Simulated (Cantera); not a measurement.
A perfectly stirred reactor is fed with 37.1 % H2, 13.2 % O2, 49.7 % N2, equivalence ratio 1.4, at 1800 Torr; it is adiabatic with a 400 K inlet, and is followed from long to short residence time, starting on the burning branch (τ in s: 0.08, 0.034, 0.014, 0.0061, 0.0026, 0.0011, 0.00047, 0.0002, 8.4e-05, 3.6e-05, 1.5e-05, 6.4e-06).

Model: the H2/O2 subset of GRI-Mech 3.0, which has no nitrogen chemistry, integrated in Cantera. The hydrogen kinetics of GRI-Mech 3.0 are dated; newer H2 mechanisms differ, most at raised pressure.

One state of this run: T (K) = 2227; x H2 = 0.118; x O2 = 0.00115; x HO2 = 1.57e-6; x H2O = 0.291; x O = 0.000708; x H2O2 = 2.07e-7; x OH = 0.00651. x: mole fraction; the columns are a selection and need not sum to one.

**Question.** Which value of τ (s) does it belong to?
(A) 1.5e-5
(B) 8.4e-5
(C) 0.014
(D) 0.00047

**Answer.** D, 0.00047
